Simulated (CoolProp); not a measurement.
Vapour-liquid equilibrium of CHF3 (R23) (1) + propylene (2) at 206.7 K; x and y are mole fractions of (1).

Computed with CoolProp (multi-fluid Helmholtz-energy mixture model, Penoncello 2003 and Lemmon 2013; pair parameters Bell 2016).

```csv
x,bubble pressure (kPa),y at the bubble point,dew pressure at overall composition x (kPa),liquid density (mol/L)
0.05,75.37,0.494,41.36,15.19
0.2,147.5,0.766,48.85,15.68
0.35,183.2,0.827,59.59,16.22
0.5,200.3,0.854,76.25,16.82
0.65,210.5,0.873,105.3,17.52
0.8,219.9,0.900,166.0,18.36
0.95,229.1,0.961,228.2,19.39
```

No azeotrope shows between x = 0.05 and 0.95.

Pair parameters are fitted to limited data, so mixtures are less certain than the pure fluids. With so large a gap from Raoult's law the liquid may split in two, which this calculation doesn't test in full.
